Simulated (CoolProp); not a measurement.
Saturation properties of n-perfluorobutane.

Model: reference Helmholtz-energy equation of state, Gao 2022, in CoolProp.

| T (°C) | p (bar) | liquid density (kg/m³) | vapour density (kg/m³) | liquid cp (kJ/(kg K)) |
|---|---|---|---|---|
| -61.85 | 0.03790 | 1802 | 0.5154 | 1.035 |
| -47.75 | 0.1003 | 1754 | 1.284 | 1.050 |
| -33.75 | 0.2290 | 1706 | (withheld) | 1.066 |
| -19.65 | 0.4695 | (withheld) | 5.448 | 1.082 |
| -5.55 | 0.8775 | 1609 | 9.808 | 1.100 |
| 8.55 | 1.521 | 1558 | 16.52 | 1.119 |
| 22.65 | 2.477 | 1505 | 26.41 | 1.142 |
| 36.75 | 3.832 | 1448 | 40.57 | 1.168 |
| 50.85 | 5.682 | 1386 | 60.57 | 1.202 |
| 64.95 | 8.132 | 1316 | 88.89 | (withheld) |
| 79.05 | 11.31 | 1232 | 130.2 | 1.327 |
| 93.15 | 15.36 | (withheld) | 195.7 | 1.497 |
| 107.25 | (withheld) | 941.1 | 331.8 | 2.431 |

Problem. What belongs in the gaps?

Solution. 
- -33.75, vapour density (kg/m³): 2.781
- -19.65, liquid density (kg/m³): 1658
- 64.95, liquid cp (kJ/(kg K)): 1.249
- 93.15, liquid density (kg/m³): 1122
- 107.25, p (bar): 20.56

It boils at -2.0 °C under 1 atm.
